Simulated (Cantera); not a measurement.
Input: 1 mol Fe2O3, 0.073 mol Cl2, a varied amount of H2, equilibrated at 1675 K and 39.0 mbar.

Equilibrium computed with Cantera from the NASA thermochemical tables; the gas is ideal and each condensed phase is pure. Candidate condensed phases: Fe, FeCl2, FeCl3, FeO, Fe(OH)2, Fe(OH)3, Fe2O3, Fe3O4, H2O; 22 gas species. Mutual solubility and eutectic melting of coexisting phases are not modelled. The tables' stoichiometric FeO is somewhat more stable than real wüstite, so its field is too wide. FeO: taken at fixed stoichiometry. The numbers say what is thermodynamically allowed, not how fast it happens.

log p: log10 of the partial pressure in bar; n: condensed amount in mol.

```tsv
n(H2) (mol)	log p H2O	log p H2	log p HCl	log p O2	log p FeCl2	log p Cl	n Fe3O4(s)	n FeO(l)	n Fe(δ)
0.24	-1.76	-5.52	-1.93	-2.09	-3.06	-3.21	0.664	?	0
0.57	-1.52	-3.39	-2.14	-5.88	-3.10	-4.49	0.509	?	0
0.9	-1.48	-3.35	-2.29	-5.88	-3.44	-4.66	0.184	?	0
1.2	-1.51	-2.41	-2.40	-7.82	-3.62	-5.24	0	1.99	0
1.6	-1.63	-1.91	-2.52	-9.06	-3.74	-5.61	0	1.99	0
1.9	-1.70	-1.79	-2.59	-9.45	-3.81	-5.74	0	1.99	0
2.2	-1.76	-1.71	-2.65	-9.72	-3.87	-5.84	0	1.99	0
2.6	-1.83	-1.65	-2.72	-9.98	-3.94	-5.94	0	1.99	0
2.9	-1.88	-1.62	-2.77	-10.14	-3.99	-6.00	0	1.99	0
3.2	-1.92	-1.60	-2.81	-10.27	-4.03	-6.05	0	1.99	0
3.6	-1.92	-1.59	-2.85	-10.28	-4.12	-6.10	0	1.87	0.126
3.9	-1.92	-1.59	-2.89	-10.28	-4.18	-6.13	0	1.77	0.223
4.2	-1.92	-1.59	-2.91	-10.28	-4.24	-6.16	0	1.67	0.319
```

### Question
Complete the blanks.

### Answer

- 0.24, n FeO(l): 0
- 0.57, n FeO(l): 0.459
- 0.9, n FeO(l): 1.44
